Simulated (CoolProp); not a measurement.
Vapour pressure (MPa) of nitrous oxide: the reference equation beside estimates from Tc = 36.4 °C, pc = 7.245 MPa, ω = 0.161. Clausius-Clapeyron is anchored at -21.45 °C with a constant enthalpy of vaporisation of 12.29 kJ/mol.

Model: reference Helmholtz-energy equation of state, Lemmon 2006, in CoolProp. It is a short technical equation, of lower accuracy than the large ones.

```tsv
T (°C)	reference	Lee-Kesler	Clausius-Clapeyron	van der Waals	Redlich-Kwong	Soave-Redlich-Kwong	Peng-Robinson
-25.95	1.499	1.501	1.546	2.756	1.761	1.510	1.493
-21.45	1.721	1.723	1.721	2.994	1.999	1.735	1.716
-16.85	1.972	1.973	1.912	3.251	2.265	1.990	1.967
-12.35	2.242	2.243	2.112	3.515	2.548	2.265	2.239
-7.85	2.538	2.538	2.325	3.793	2.854	2.566	2.537
-3.25	2.870	2.868	2.557	4.090	3.191	2.903	2.871
1.25	3.223	3.221	2.797	4.394	3.546	3.262	3.228
5.85	3.617	3.614	3.057	4.718	3.934	3.661	3.626
```

Absolute difference from the reference over all 8 rows, mean and median: Lee-Kesler 0.1 and 0.1 %, Clausius-Clapeyron 7.5 and 7.1 %, van der Waals 54.8 and 53.1 %, Redlich-Kwong 13.1 and 13.0 %, Soave-Redlich-Kwong 1.0 and 1.1 %, Peng-Robinson 0.2 and 0.2 %.
